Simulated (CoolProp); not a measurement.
The fluid at 131.1 K and 13.9 MPa flows at 6.9 m/s in a round tube of 25 mm bore and 0.25 µm roughness, fully developed (64/Re and Nu = 3.66 if laminar; Colebrook and Gnielinski if turbulent). The same conditions are run with several fluids, on thermodynamics alone (safety and materials aside).

Computed with CoolProp (reference Helmholtz-energy equation of state of each fluid (methane: Setzmann 1991; ethane: Bücker 2006; oxygen: Schmidt 1985; isobutane: Bücker 2006; R13: Platzer 1990)). The equations of Platzer and Polt are older, rougher fits.

```csv
fluid,Reynolds number,Darcy friction factor,pressure drop (Pa/m),heat-transfer coefficient (W/(m² K)),mass flow (kg/h)
methane,753000,0.0124,4830,12000,4980
ethane,254000,0.0150,8780,9610,7480
oxygen,1740000,0.0109,10100,13900,11800
isobutane,30900,0.0234,16200,2740,8900
R13,259000,0.0150,25100,8130,21400
```

Transport values come from each fluid's own correlations; those of R13 are estimates that may be off by 10 % or more.
